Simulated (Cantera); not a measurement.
A Cantera script and its output.

```python
import numpy as np
import cantera as ct

gas = ct.Solution("h2o2.yaml")
gas.TPX = 675, 500000, {'H2': 1, 'O2': 0.185, 'N2': 0.696}
flame = ct.FreeFlame(gas, width=0.013)
flame.set_refine_criteria(ratio=3, slope=0.08, curve=0.16)
flame.transport_model = "mixture-averaged"
flame.solve(loglevel=0, auto=True)
flame.transport_model = "multicomponent"
flame.soret_enabled = False
flame.solve(loglevel=0, refine_grid=True)
z, T = flame.grid, flame.T
thick = (T[-1] - T[0]) / np.gradient(T, z).max()
show = ['H2', 'O2', 'HO2', 'H', 'O', 'H2O']
print(f"laminar burning velocity  {flame.velocity[0] * 100:.3f} cm/s")
print(f"burnt temperature         {T[-1]:.1f} K")
print(f"thermal thickness         {thick * 1e3:.4f} mm")
print(f"grid points               {len(z)}")
z0 = z[flame.heat_release_rate.argmax()]
print(f"{'z/mm':>9s}{'T/K':>9s}{'u/(m/s)':>9s}" + "".join(f"{s:>11s}" for s in show))
rows = []
for k in (-3, -2, -1.5, -1, -0.5, -0.25, 0, 0.25, 0.5, 1, 2, 4, 8):
    zz = z0 + k * thick
    rows.append([k * thick, np.interp(zz, z, T), np.interp(zz, z, flame.velocity),
                 *(np.interp(zz, z, flame.X[gas.species_index(s)]) for s in show)])
    print(f"{rows[-1][0] * 1e3:9.3f}{rows[-1][1]:9.1f}{rows[-1][2]:9.3f}" + "".join(f"{x:11.3e}" for x in rows[-1][3:]))
```

Output:

```
laminar burning velocity  1005.850 cm/s
burnt temperature         2153.5 K
thermal thickness         0.0653 mm
grid points               109
     z/mm      T/K  u/(m/s)         H2         O2        HO2          H          O        H2O
   -0.196    675.0   10.058  5.316e-01  9.835e-02  3.969e-11  2.425e-15  3.937e-15  9.713e-11
   -0.131    675.0   10.059  5.316e-01  9.835e-02  2.717e-09  2.205e-12  1.485e-12  4.919e-09
   -0.098    675.0   10.059  5.316e-01  9.835e-02  5.137e-08  1.540e-10  5.901e-11  7.507e-08
   -0.065    675.8   10.068  5.315e-01  9.837e-02  4.727e-06  1.580e-07  1.662e-08  5.185e-06
   -0.033    739.3   10.920  5.250e-01  9.747e-02  5.879e-04  3.920e-04  2.115e-05  3.047e-03
   -0.016    994.4   14.372  4.954e-01  8.833e-02  4.487e-04  6.110e-03  2.737e-04  2.774e-02
    0.000   1352.5   19.070  4.306e-01  5.943e-02  2.196e-04  2.598e-02  1.224e-03  9.122e-02
    0.016   1604.0   22.336  3.697e-01  2.456e-02  8.606e-05  4.616e-02  1.305e-03  1.607e-01
    0.033   1729.6   23.946  3.445e-01  7.642e-03  2.603e-05  5.229e-02  6.844e-04  1.946e-01
    0.065   1836.7   25.275  3.398e-01  8.450e-04  2.746e-06  4.713e-02  2.656e-04  2.092e-01
    0.131   1929.1   26.380  3.468e-01  6.578e-05  2.638e-07  3.552e-02  1.455e-04  2.123e-01
    0.261   2009.0   27.313  3.546e-01  2.042e-05  1.056e-07  2.414e-02  7.351e-05  2.142e-01
    0.522   2070.0   28.009  3.606e-01  8.500e-06  4.753e-08  1.513e-02  3.086e-05  2.157e-01
```

Detailed kinetics in Cantera: the H2/O2 subset of GRI-Mech 3.0, which has no nitrogen chemistry. The hydrogen kinetics of GRI-Mech 3.0 are dated; newer H2 mechanisms differ, most at raised pressure. Burning velocities carry a grid error of a few per cent, more on coarse grids.
